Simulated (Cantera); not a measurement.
Input: 1 mol Nb2O5, 10 mol H2, 4 mol H2O, equilibrated at 1.10 bar.

These are equilibrium values from Cantera (NASA tables, ideal gas, pure condensed phases), not measurements of a reactor. Candidate condensed phases: H2O, Nb, NbO, NbO2, Nb2O5; 12 gas species. Condensed phases not in the tables: the oxides between NbO2 and Nb2O5. Kinetics and transport are ignored. All values below are at 1523 K.

Base state: H2 0.714, H2O 0.286, H 1.86e-5 (mole fractions); condensed: Nb2O5(s).

Problem. What changes in the equilibrium state with this change: Nb2O5 replaced by PbO?

Solution. 
| species | before | after |
|---|---|---|
| H2 | 0.714 | 0.625 |
| H2O | 0.286 | 0.347 |
| Pb | 0 | 0.0278 |
| Pb2 | 0 | 1.34e-5 |
| H | 1.86e-5 | 1.74e-5 |
| Nb2O5(s), mol | 1.00 | 0 |
| Pb(l), mol | 0 | 0.600 |
Further candidate phases: Pb, PbO, PbO2, Pb3O4.
